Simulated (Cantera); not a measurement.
Input (Python, Cantera):

```python
import numpy as np
import cantera as ct

gas = ct.Solution("gri30.yaml")
gas.TPX = 350, 14000, {'CH4': 1, 'O2': 2.08, 'N2': 9.79}
flame = ct.FreeFlame(gas, width=0.16)
flame.set_refine_criteria(ratio=3, slope=0.08, curve=0.16)
flame.transport_model = "mixture-averaged"
flame.solve(loglevel=0, auto=True)
z, T = flame.grid, flame.T
thick = (T[-1] - T[0]) / np.gradient(T, z).max()
show = ['CH4', 'O2', 'OH', 'CH2CO', 'CH3', 'O']
print(f"laminar burning velocity  {flame.velocity[0] * 100:.3f} cm/s")
print(f"burnt temperature         {T[-1]:.1f} K")
print(f"thermal thickness         {thick * 1e3:.4f} mm")
print(f"grid points               {len(z)}")
z0 = z[flame.heat_release_rate.argmax()]
print(f"{'z/mm':>9s}{'T/K':>9s}{'u/(m/s)':>9s}" + "".join(f"{s:>11s}" for s in show))
rows = []
for k in (-3, -2, -1.5, -1, -0.5, -0.25, 0, 0.25, 0.5, 1, 2, 4, 8):
    zz = z0 + k * thick
    rows.append([k * thick, np.interp(zz, z, T), np.interp(zz, z, flame.velocity),
                 *(np.interp(zz, z, flame.X[gas.species_index(s)]) for s in show)])
    print(f"{rows[-1][0] * 1e3:9.3f}{rows[-1][1]:9.1f}{rows[-1][2]:9.3f}" + "".join(f"{x:11.3e}" for x in rows[-1][3:]))
```

It prints:

```
laminar burning velocity  52.501 cm/s
burnt temperature         2015.6 K
thermal thickness         2.8465 mm
grid points               163
     z/mm      T/K  u/(m/s)        CH4         O2         OH      CH2CO        CH3          O
   -8.540    350.0    0.525  7.766e-02  1.615e-01  2.558e-12  1.273e-12  2.304e-09  1.354e-10
   -5.693    350.4    0.526  7.755e-02  1.614e-01  3.849e-10  3.912e-11  3.285e-08  1.310e-09
   -4.270    352.9    0.531  7.728e-02  1.610e-01  1.496e-08  5.513e-10  2.114e-07  6.682e-09
   -2.847    389.1    0.588  7.508e-02  1.585e-01  1.494e-06  2.888e-08  3.073e-06  1.274e-07
   -1.423    746.3    1.143  5.564e-02  1.334e-01  3.710e-05  3.226e-06  1.595e-04  1.018e-05
   -0.712   1132.2    1.750  3.130e-02  9.875e-02  2.482e-04  2.251e-05  1.178e-03  1.102e-04
    0.000   1488.2    2.316  7.634e-03  5.748e-02  1.659e-03  3.604e-05  1.207e-03  8.880e-04
    0.712   1620.4    2.521  5.892e-04  3.415e-02  4.068e-03  4.968e-06  1.269e-04  2.956e-03
    1.423   1649.8    2.559  2.354e-05  2.624e-02  5.187e-03  1.374e-07  5.315e-06  3.995e-03
    2.847   1677.3    2.590  5.370e-08  2.216e-02  5.678e-03  1.041e-10  1.322e-08  4.166e-03
    5.693   1711.7    2.633  4.954e-12  2.021e-02  5.802e-03  3.446e-15  1.367e-12  3.831e-03
   11.386   1757.0    2.695  9.959e-17  1.871e-02  5.724e-03  5.747e-20  1.303e-16  3.204e-03
   22.772   1814.1    2.772  5.420e-18  1.681e-02  5.417e-03  1.001e-20  4.557e-17  2.395e-03
```

Model: GRI-Mech 3.0 (53 species, 325 reactions), integrated in Cantera. Burning velocities carry a grid error of a few per cent, more on coarse grids.
